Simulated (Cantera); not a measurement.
A closed system holds: 1 mol N2O, 1.1 mol O2, held at 1598.15 K and 20.0 mbar.

Equilibrium computed with Cantera from the NASA thermochemical tables; the gas is ideal and each condensed phase is pure. Kinetics and transport are ignored.

What is the equilibrium state?


```
Quantity        Value
----------  ---------
x(O2)           0.614
x(N2)           0.383
x(NO)         0.00229
x(O)          7.86e-5
x(NO2)        2.25e-6
gas amount  2.600 mol
```
